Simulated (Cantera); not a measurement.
Input (Python, Cantera) and output of one run.

```python
import numpy as np
import cantera as ct

gas_names = [...]  # 109 gases of nasa_gas.yaml made of C, Cl, H, Si
cond_names = """
    C(gr) C6H6(L) C7H8(L) C8H18(L),n-octa Si(cr) Si(L) SiC(b)
""".split()


# ... load() reads the species with a 1 bar reference pressure and builds the phases ...
atoms = {
    'SiH2Cl2': {'Si': 1, 'H': 2, 'CL': 2},
    'CH4': {'C': 1, 'H': 4},
    'H2': {'H': 2},
}
top_T = {'C(gr)': 4500, 'SiC(b)': 3050}  # K; cautious upper limits of use, not melting points


# ... equilibrate(T, P, feed) seeds the gas with the atoms and calls Mixture.equilibrate('TP', solver="vcs", rtol=1e-11, max_steps=5000) ...
results = []
feed = {'SiH2Cl2': 1, 'CH4': 1.5, 'H2': 2.4}  # mol
T = 1998  # K
P = 5500  # Pa
mix = equilibrate(T, P, feed)
results.append((T, P, feed, dict(zip(mix.species_names, mix.species_moles))))
print(gas.report(threshold=0.0001))
for i in range(1, mix.n_phases):
    print(f"{mix.phase(i).name:16s} {mix.phase_moles(i):12.5e} mol")
```

Result:

```
       temperature   1998 K
          pressure   5500 Pa
           density   0.0038429 kg/m^3
  mean mol. weight   11.607 kg/kmol
   phase of matter   gas

                          1 kg             1 kmol
                     ---------------   ---------------
          enthalpy        2.6581e+06        3.0853e+07  J
   internal energy        1.2269e+06        1.4241e+07  J
           entropy             20194        2.3439e+05  J/K
    Gibbs function       -3.7689e+07       -4.3746e+08  J
 heat capacity c_p            2991.9             34727  J/K
 heat capacity c_v            2275.6             26413  J/K

                      mass frac. Y      mole frac. X     chem. pot. / RT
                     ---------------   ---------------   ---------------
    C2H2,acetylene         0.0012504        0.00055741           -28.211
                CL         0.0044603         0.0014604           -24.826
                 H        0.00050937         0.0058654           -11.343
               HCL            0.7719           0.24575           -36.169
                H2           0.12771            0.7353           -22.685
             SiCL2          0.091507           0.01073           -58.444
             SiCL3         0.0019329        0.00016689            -83.27
     [ +102 minor]        0.00072506        0.00016337

C(gr)             5.73591e-01 mol
Si(L)             0.00000e+00 mol
SiC(b)            9.17964e-01 mol
```

Cantera equilibrium calculation (NASA polynomials, part measured and part estimated; ideal gas, pure solids and liquids). The tables' values for SiCl3, SiCl are old estimates; treat these amounts as uncertain.
